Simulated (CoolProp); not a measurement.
Vapour-liquid equilibrium of propylene (1) + n-hexane (2) at 0.105 MPa; x and y are mole fractions of (1).

Values from CoolProp's multi-fluid Helmholtz-energy mixture model, Lemmon 2013 and Thol 2019; pair parameters Bell 2016.

| x | bubble temperature (°C) | y at the bubble point | dew temperature at overall composition x (°C) | liquid density (mol/L) |
|---|---|---|---|---|
| 0.05 | 29.0 | 0.774 | 68.2 | 7.718 |
| 0.125 | 1.9 | 0.939 | 65.6 | 8.289 |
| 0.2 | -9.9 | 0.970 | 62.8 | 8.727 |
| 0.275 | -16.9 | 0.982 | 59.8 | 9.139 |
| 0.35 | -22.0 | 0.988 | 56.6 | 9.558 |
| 0.425 | -26.2 | 0.991 | 53.0 | 9.997 |
| 0.5 | -29.8 | 0.994 | 49.1 | 10.46 |
| 0.575 | -33.0 | 0.996 | 44.7 | 10.96 |
| 0.65 | -36.0 | 0.997 | 39.7 | 11.48 |
| 0.725 | -38.8 | 0.998 | 33.7 | 12.05 |
| 0.8 | -41.3 | 0.999 | 26.2 | 12.65 |
| 0.875 | -43.6 | 0.999 | 16.0 | 13.30 |
| 0.95 | -45.6 | 1.000 | -1.4 | 13.99 |

No azeotrope shows between x = 0.05 and 0.95.

The pair parameters rest on a limited set of measurements; away from them the model extrapolates. The gap from Raoult's law changes sign with composition, which may be real or a fault of the pair parameters; it wasn't checked against measurements.
